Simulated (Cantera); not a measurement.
Input: 1 mol CH2F2, 0.65 mol HCl, 0.31 mol H2, held at 2952 °C and 0.720 bar.

Cantera equilibrium calculation (NASA polynomials, part measured and part estimated; ideal gas, pure solids and liquids). Candidate condensed phases: C, C6H6, C7H8, C8H18; 118 gas species. The tables' values for CCl are old estimates; treat these amounts as uncertain. Kinetics and transport are ignored.

Base state: HF 0.596, HCl 0.107, H 0.101, Cl 0.0893, H2 0.0809, C2H2 (acetylene) 0.00923, F 0.00672, C3 0.00401 (mole fractions); condensed: C(graphite).

What changes in the equilibrium state with this change: H2 from 0.31 to 1.9 mol?


```json
[
 {"species": "HF", "before": "0.596", "after": "0.384"},
 {"species": "H2", "before": "0.0809", "after": "0.264"},
 {"species": "H", "before": "0.101", "after": "0.182"},
 {"species": "C2H2 (acetylene)", "before": "0.00923", "after": "0.0301"},
 {"species": "Cl", "before": "0.0893", "after": "0.0397"},
 {"species": "HCl", "before": "0.107", "after": "0.0857"},
 {"species": "CF2", "before": "6.98e-5", "after": "8.89e-6"},
 {"species": "CH3", "before": "5.49e-6", "after": "3.23e-5"},
 {"species": "Cl2", "before": "3.06e-5", "after": "6.05e-6"},
 {"species": "C6H2", "before": "2.23e-5", "after": "7.28e-5"},
 {"species": "C(graphite), mol", "before": "0.861", "after": "0.526"}
]
```
